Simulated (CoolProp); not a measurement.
Vapour-liquid equilibrium of R124 (1) + R142b (2) at 0.197 bar; x and y are mole fractions of (1).

The numbers come from the multi-fluid Helmholtz-energy mixture model, de Vries 1995 and Lemmon 2006; pair parameters Bell 2016 in CoolProp.

Question: Give the bubble temperature and the first vapour's composition at x = 0.35, 0.65, 0.95. Is there an azeotrope?

Answer: x = 0.35: -43.7 °C, y = 0.362; x = 0.65: -44.2 °C, y = 0.675; x = 0.95: -45.0 °C, y = 0.960. No azeotrope shows between x = 0.05 and 0.95.

Pair parameters are fitted to limited data, so mixtures are less certain than the pure fluids.
